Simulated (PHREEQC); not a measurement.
1 kg of water holding 0.034 mol/kgw K2CO3, 0.0041 mol/kgw K2SO4, 0.021 mol/kgw KHCO3 and 0.031 mol/kgw KCl is evaporated at 20 °C; the solids stay in contact with the brine. CO2 from the air is kept out. The run lets Arcanite, Kalicinite, Misenite, Sylvite precipitate or redissolve, and no other solid.

The series has 26 steps of water left (kg), from 1 to 0.007429.

The numbers come from PHREEQC with the Pitzer model, pitzer.dat.

Problem. Which solids form, in which order, and at which step of the series does each first stand?

Solution. Arcanite from water left = 0.0293 kg (pH 9.94); Sylvite from water left = 0.01337 kg (pH 10.29); Kalicinite from water left = 0.011 kg (pH 10.45).
